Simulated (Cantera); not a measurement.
# Ignition delay

Mixture: 9.56 % CH4, 2.01 % C2H6, 0.325 % C3H8, 18.5 % O2, 69.6 % N2, equivalence ratio 1.5, at 9750 Torr, adiabatic and at constant pressure. Ignition delay is the time to a rise of 400 K.

Cantera simulation using GRI-Mech 3.0 (53 species, 325 reactions); the numbers are that mechanism's predictions, not measurements. The pressure lies above the range GRI-Mech 3.0 was tuned for (to about 10 atm).

```csv
T0 (K),delay (ms)
1225,0.382
1275,0.212
1325,0.125
1375,0.0768
1425,0.0492
1475,0.0325
1525,0.0220
```

```
Quantity                                                 Value
--------------------------------------------------  ----------
apparent activation energy between 1425 and 1525 K  150 kJ/mol
```
